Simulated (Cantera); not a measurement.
What does this Cantera script print?

```python
import numpy as np
import cantera as ct

gas_names = """
    B BH BH2 BH3 BN BO BO2 B2 B2O B2O2 B2O3 B3O3H3 H HBO HBO2 HNO HNO2 HNO3 HO2 H2 H2O H2O2 H3B3O6 N NH
    NH2 NH3 NH2OH NO NO2 NO3 N2 N2H2 N2H4 N2O O OH O2 O3
""".split()
cond_names = """
    B(b) B(L) BN(s) B2O3(L) B3O3H3(cr) H2O(s) H2O(L)
""".split()


# ... load() reads the species with a 1 bar reference pressure and builds the phases ...
atoms = {
    'B': {'B': 1},
    'NH3': {'N': 1, 'H': 3},
    'H2O': {'H': 2, 'O': 1},
}
top_T = {'BN(s)': 3200}  # K; cautious upper limits of use, not melting points


# ... equilibrate(T, P, feed) seeds the gas with the atoms and calls Mixture.equilibrate('TP', solver="vcs", rtol=1e-11, max_steps=5000) ...
results = []
T = 1048.15  # K
P = 100000  # Pa
for m in [0.38, 0.46, 0.55, 0.66, 0.8, 0.96, 1.1, 1.4, 1.7, 2, 2.4]:
    feed = {'B': 1, 'NH3': m, 'H2O': 0.81}  # mol
    mix = equilibrate(T, P, feed)
    results.append((T, P, feed, dict(zip(mix.species_names, mix.species_moles))))
    x = sorted(zip(gas.X, gas.species_names), reverse=True)
    print(f"T = {T:g} K  P = {P:g} Pa  n(NH3) = {m:g} mol  gas = {mix.phase_moles(0):.4g} mol")
    print("   x: " + "  ".join(f"{s} {v:.3e}" for v, s in x if v > 0.0001))
    print("   condensed (mol): " + ("  ".join(f"{mix.phase(i).name} {mix.phase_moles(i):.4g}"
          for i in range(1, mix.n_phases) if mix.phase_moles(i) > 1e-12) or "none"))
```

It prints:

```
T = 1048.15 K  P = 100000 Pa  n(NH3) = 0.38 mol  gas = 1.376 mol
   x: H2 9.937e-01  B3O3H3 6.287e-03
   condensed (mol): B(b) 0.07135  BN(s) 0.38  B2O3(L) 0.2614
T = 1048.15 K  P = 100000 Pa  n(NH3) = 0.46 mol  gas = 1.5 mol
   x: H2 1.000e+00
   condensed (mol): BN(s) 0.46  B2O3(L) 0.27
T = 1048.15 K  P = 100000 Pa  n(NH3) = 0.55 mol  gas = 1.678 mol
   x: H2 9.713e-01  N2 2.587e-02  H2O 2.735e-03
   condensed (mol): BN(s) 0.4631  B2O3(L) 0.2685
T = 1048.15 K  P = 100000 Pa  n(NH3) = 0.66 mol  gas = 1.898 mol
   x: H2 9.450e-01  N2 5.153e-02  H2O 3.348e-03
   condensed (mol): BN(s) 0.4642  B2O3(L) 0.2679
T = 1048.15 K  P = 100000 Pa  n(NH3) = 0.8 mol  gas = 2.177 mol
   x: H2 9.194e-01  N2 7.679e-02  H2O 3.720e-03  NH3 1.048e-04
   condensed (mol): BN(s) 0.4654  B2O3(L) 0.2673
T = 1048.15 K  P = 100000 Pa  n(NH3) = 0.96 mol  gas = 2.496 mol
   x: H2 8.972e-01  N2 9.877e-02  H2O 3.948e-03  NH3 1.146e-04
   condensed (mol): BN(s) 0.4666  B2O3(L) 0.2667
T = 1048.15 K  P = 100000 Pa  n(NH3) = 1.1 mol  gas = 2.776 mol
   x: H2 8.819e-01  N2 1.139e-01  H2O 4.069e-03  NH3 1.199e-04
   condensed (mol): BN(s) 0.4676  B2O3(L) 0.2662
T = 1048.15 K  P = 100000 Pa  n(NH3) = 1.4 mol  gas = 3.375 mol
   x: H2 8.579e-01  N2 1.378e-01  H2O 4.218e-03  NH3 1.265e-04
   condensed (mol): BN(s) 0.4695  B2O3(L) 0.2652
T = 1048.15 K  P = 100000 Pa  n(NH3) = 1.7 mol  gas = 3.974 mol
   x: H2 8.410e-01  N2 1.545e-01  H2O 4.296e-03  NH3 1.301e-04
   condensed (mol): BN(s) 0.4714  B2O3(L) 0.2642
T = 1048.15 K  P = 100000 Pa  n(NH3) = 2 mol  gas = 4.573 mol
   x: H2 8.286e-01  N2 1.669e-01  H2O 4.343e-03  NH3 1.322e-04
   condensed (mol): BN(s) 0.4733  B2O3(L) 0.2633
T = 1048.15 K  P = 100000 Pa  n(NH3) = 2.4 mol  gas = 5.371 mol
   x: H2 8.164e-01  N2 1.791e-01  H2O 4.381e-03  NH3 1.339e-04
   condensed (mol): BN(s) 0.4757  B2O3(L) 0.2621
```

Method: chemical equilibrium by Gibbs-energy minimisation in Cantera with the NASA 1993 tables (ideal gas, pure condensed phases). Mutual solubility and eutectic melting of coexisting phases are not modelled. Gases not in the tables: H3BO3.
